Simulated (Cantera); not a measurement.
An isothermal, constant-pressure homogeneous reactor starts with 2.67 % H2, 4.86 % O2, 92.4 % N2, 0.102 % H2O, equivalence ratio 0.28, at 1075 K and 323 Torr.

Detailed kinetics in Cantera: the H2/O2 subset of GRI-Mech 3.0, which has no nitrogen chemistry.

x: mole fraction; the columns are a selection and need not sum to one.

```
t (s)         x H2    x O2    x H2O       x O    x H2O2      x OH
--------  --------  ------  -------  --------  --------  --------
2.00e-6     0.0267  0.0486  0.00102    <1e-12    <1e-12    <1e-12
1.26e-5     0.0267  0.0486  0.00102  3.45e-12    <1e-12  2.34e-12
7.96e-5     0.0267  0.0486  0.00102  9.95e-11    <1e-12  4.55e-11
0.000502    0.0267  0.0486  0.00102   4.21e-7  4.06e-10   1.85e-7
0.00317   0.000218  0.0358   0.0278   7.97e-5   6.55e-7   8.77e-5
0.0200           ?  0.0357   0.0281         ?         ?         ?
0.126            ?  0.0357   0.0281         ?         ?         ?
0.796      4.80e-9  0.0357   0.0281   1.22e-8  7.40e-10   1.08e-6
5.02      6.34e-10  0.0357   0.0281   1.82e-9  1.13e-10   4.16e-7
31.7      1.77e-10  0.0357   0.0281  4.42e-10  2.79e-11   2.05e-7
200       1.60e-10  0.0357   0.0281  3.81e-10  2.40e-11   1.90e-7
```

Q: Fill in the missing entries.

A: 
- 0.0200, x H2: 8.88e-6
- 0.0200, x O: 2.20e-6
- 0.0200, x H2O2: 7.65e-8
- 0.0200, x OH: 1.33e-5
- 0.126, x H2: 1.50e-7
- 0.126, x O: 1.16e-7
- 0.126, x H2O2: 6.48e-9
- 0.126, x OH: 3.36e-6
